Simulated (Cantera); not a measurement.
Feed: 1 mol C3H8, 0.027 mol H2O, equilibrated at 0.0133 bar.

Method: chemical equilibrium by Gibbs-energy minimisation in Cantera with the NASA 1993 tables (ideal gas, pure condensed phases). Candidate condensed phases: C, C6H6, C7H8, C8H18, H2O; 110 gas species. Kinetics and transport are ignored. All values below are at 1800 K.

Base state: H2 0.990, CO 0.00665, H 0.00309, C2H2 (acetylene) 0.000174, CH4 1.01e-5 (mole fractions); condensed: C(graphite).

**Question.** What changes in the equilibrium state with this change: H2O from 0.027 to 0.13 mol?

**Answer.** 
| species | before | after |
|---|---|---|
| H2 | 0.990 | 0.966 |
| CO | 0.00665 | 0.0305 |
| H | 0.00309 | 0.00305 |
| CH4 | 1.01e-5 | 9.58e-6 |
| C2H2 (acetylene) | 0.000174 | 0.000169 |
| C(graphite), mol | 2.97 | 2.87 |
